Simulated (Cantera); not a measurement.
A closed system holds: 1 mol Fe3O4, 2.7 mol CH4, 0.63 mol N2, held at 1852 °C and 10000 Pa.

Cantera equilibrium calculation (NASA polynomials, part measured and part estimated; ideal gas, pure solids and liquids). Candidate condensed phases: C, C6H6, C7H8, C8H18, Fe, Fe(CO)5, FeO, Fe(OH)2, Fe(OH)3, Fe2O3, Fe3O4, H2O; 140 gas species. Equilibrium is a limit: real reactors are often held back by kinetics, nucleation or transport.

Base state: H2 0.473, CO 0.288, H2O 0.130, N2 0.0709, CO2 0.0157, Fe 0.0136, H 0.00790, OH 0.000269 (mole fractions); condensed: Fe(l).

### Question
What changes in the equilibrium state with this change: temperature from 1852 °C to 650 °C?

### Answer
```json
[
 {"species": "H2", "before": "0.473", "after": "0.539"},
 {"species": "CO", "before": "0.288", "after": "0.238"},
 {"species": "H2O", "before": "0.130", "after": "0.0781"},
 {"species": "CO2", "before": "0.0157", "after": "0.0705"},
 {"species": "Fe", "before": "0.0136", "after": "<1e-9"},
 {"species": "N2", "before": "0.0709", "after": "0.0724"},
 {"species": "H", "before": "0.00790", "after": "<1e-9"},
 {"species": "CH4", "before": "<1e-9", "after": "0.00172"},
 {"species": "Fe(l), mol", "before": "2.88", "after": "0"},
 {"species": "Fe(α), mol", "before": "0", "after": "2.98"},
 {"species": "FeO(s), mol", "before": "0", "after": "0.0225"}
]
```
The tables' stoichiometric FeO is somewhat more stable than real wüstite, so its field is too wide. FeO: taken at fixed stoichiometry.

### Question
What changes in the equilibrium state with this change: pressure from 10000 Pa to 101000 Pa?

### Answer
```csv
species,before,after
H2,0.473,0.483
CO,0.288,0.293
H2O,0.130,0.132
Fe,0.0136,0.00134
H,0.00790,0.00251
N2,0.0709,0.0720
CO2,0.0157,0.0159
FeO,9.88e-5,9.72e-6
OH,0.000269,8.52e-5
"Fe(l), mol",2.88,2.99
```

### Question
What changes in the equilibrium state with this change: temperature from 1852 °C to 2302 °C?

### Answer
| species | before | after |
|---|---|---|
| H2 | 0.473 | 0.323 |
| Fe | 0.0136 | 0.243 |
| CO | 0.288 | 0.213 |
| H | 0.00790 | 0.0622 |
| CO2 | 0.0157 | 0.00922 |
| H2O | 0.130 | 0.0893 |
| N2 | 0.0709 | 0.0519 |
| O | 3.19e-6 | 0.000486 |
| O2 | 3.72e-7 | 5.49e-5 |
| FeO | 9.88e-5 | 0.00388 |
| NO | 4.23e-6 | 0.000108 |
| OH | 0.000269 | 0.00388 |
| Fe(l), mol | 2.88 | 0 |
